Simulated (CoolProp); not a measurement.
The fluid at 293.15 K and 0.478 MPa expands adiabatically to 0.18 MPa with isentropic efficiency 0.85. The same conditions are run with several fluids, on thermodynamics alone (safety and materials aside).

Computed with CoolProp (reference Helmholtz-energy equation of state of each fluid (propane: Lemmon 2009; fluoroethane (R161): Wu 2012; hydrogen chloride: Thol 2018; R507A: Lemmon 2003; carbon monoxide: Lemmon 2006)). Blends and air are pseudo-pure fits.

```
fluid                work (kJ/kg)  final temperature (K)  final density (kg/m³)
-------------------  ------------  ---------------------  ---------------------
propane                      40.3                      …                   3.81
fluoroethane (R161)          36.4                  255.7                   4.27
hydrogen chloride               …                  231.9                      …
R507A                        18.1                      …                   8.42
carbon monoxide              62.8                  232.2                   2.62
```

Q: Fill in the missing entries.

A: 
- propane, final temperature (K): 262.4
- hydrogen chloride, work (kJ/kg): 47.0
- hydrogen chloride, final density (kg/m³): 3.49
- R507A, final temperature (K): 266.3
